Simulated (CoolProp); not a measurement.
Model: reference Helmholtz-energy equation of state, Fiedler 2023, in CoolProp.

Question: For tetrahydrofuran, give the phase and the density (kg/m³), cp (kJ/(kg K)), cv (kJ/(kg K)), speed of sound (m/s) at 269.9 K and 5000 kPa; 289.3 K and 5000 kPa; 347.6 K and 5000 kPa.

Answer: 
- 269.9 K and 5000 kPa: liquid; density 916, cp 1.62, cv 1.12, speed of sound 1440
- 289.3 K and 5000 kPa: liquid; density 896, cp 1.69, cv 1.17, speed of sound 1340
- 347.6 K and 5000 kPa: liquid; density 832, cp 1.91, cv 1.37, speed of sound 1080
